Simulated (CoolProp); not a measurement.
Computed with CoolProp (reference Helmholtz-energy equation of state, Lemmon 2006). It is a short technical equation, of lower accuracy than the large ones.

Problem. For hydrogen sulfide, give the phase and the cp (kJ/(kg K)), cv (kJ/(kg K)) at 391.3 K and 0.759 MPa; 391.3 K and 1.35 MPa.

Solution. 
- 391.3 K and 0.759 MPa: gas; cp 1.08, cv 0.807
- 391.3 K and 1.35 MPa: gas; cp 1.11, cv 0.816
